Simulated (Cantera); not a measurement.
Cantera run, input and output.

```python
import numpy as np
import cantera as ct

gas = ct.Solution("gri30.yaml")
gas.TPX = 1275, 150000, {'N2O': 1, 'O2': 0.18}
reactor = ct.IdealGasConstPressureReactor(gas, energy="off", clone=False)
net = ct.ReactorNet([reactor])
net.rtol, net.atol = 1e-08, 1e-18
show = ['N2O', 'O2', 'N2', 'NO', 'O', 'NO2']
times = np.geomspace(0.0001, 100, 14)

steps = ct.SolutionArray(gas, extra=["t"])
rows = []
print(f"{'t/s':>10s}{'T/K':>9s}{'P/Pa':>11s}" + "".join(f"{s:>11s}" for s in show))
for t in times:
    while net.time < t:
        t_next = net.step()
        steps.append(gas.state, t=t_next)
    rows.append([np.interp(t, steps.t, y) for y in (steps.T, steps.P, *steps(*show).X.T)])
    print(f"{t:10.3e}{rows[-1][0]:9.1f}{rows[-1][1]:11.4g}" + "".join(f"{x:11.3e}" for x in rows[-1][2:]))
rate = np.gradient(steps.T, steps.t)
print("integrator steps:", len(steps.t))
if steps.T.max() > steps.T[0] + 200:
    print(f"time of steepest temperature rise: {steps.t[rate.argmax()]:.4e} s")
gas.TPX = 1275, 150000, {'N2O': 1, 'O2': 0.18}
gas.equilibrate("TP")
print(f"equilibrium (TP): T = {gas.T:.1f} K  " + "  ".join(f"{s} {gas[s].X[0]:.3e}" for s in show))
```

It prints:

```
       t/s      T/K       P/Pa        N2O         O2         N2         NO          O        NO2
 1.000e-04   1275.0    1.5e+05  8.471e-01  1.526e-01  2.512e-04  3.622e-05  5.025e-06  7.757e-09
 2.894e-04   1275.0    1.5e+05  8.463e-01  1.528e-01  7.347e-04  1.073e-04  5.024e-06  6.731e-08
 8.377e-04   1275.0    1.5e+05  8.442e-01  1.534e-01  2.131e-03  3.123e-04  5.020e-06  5.384e-07
 2.424e-03   1275.0    1.5e+05  8.381e-01  1.549e-01  6.142e-03  8.987e-04  5.007e-06  3.871e-06
 7.017e-03   1275.0    1.5e+05  8.207e-01  1.592e-01  1.751e-02  2.547e-03  4.959e-06  2.195e-05
 2.031e-02   1275.0    1.5e+05  7.735e-01  1.710e-01  4.847e-02  6.970e-03  4.808e-06  8.557e-05
 5.878e-02   1275.0    1.5e+05  6.579e-01  2.000e-01  1.244e-01  1.745e-02  4.406e-06  2.413e-04
 1.701e-01   1275.0    1.5e+05  4.378e-01  2.562e-01  2.698e-01  3.570e-02  3.491e-06  5.142e-04
 4.924e-01   1275.0    1.5e+05  1.768e-01  3.254e-01  4.448e-01  5.222e-02  1.942e-06  7.688e-04
 1.425e+00   1275.0    1.5e+05  2.693e-02  3.681e-01  5.482e-01  5.583e-02  4.464e-07  8.675e-04
 4.125e+00   1275.0    1.5e+05  2.984e-04  3.762e-01  5.672e-01  5.523e-02  6.061e-08  1.071e-03
 1.194e+01   1275.0    1.5e+05  8.703e-07  3.763e-01  5.674e-01  5.518e-02  5.632e-08  1.086e-03
 3.455e+01   1275.0    1.5e+05  8.676e-07  3.763e-01  5.675e-01  5.512e-02  5.632e-08  1.084e-03
 1.000e+02   1275.0    1.5e+05  8.622e-07  3.764e-01  5.675e-01  5.494e-02  5.633e-08  1.081e-03
integrator steps: 1063
equilibrium (TP): T = 1275.0 K  N2O 2.906e-08  O2 4.046e-01  N2 5.950e-01  NO 4.066e-04  O 5.837e-08  NO2 8.293e-06
```

Computed with Cantera and GRI-Mech 3.0 (53 species, 325 reactions). GRI-Mech 3.0 was tuned for natural gas; its chemistry of N2O as a main component is partial and can be far from experiment. The mechanism lacks the step 2 NO + O2 → 2 NO2, which can matter for NO2 below about 1400 K. The temperature is held fixed by assumption; the heat of reaction is taken as removed at once.
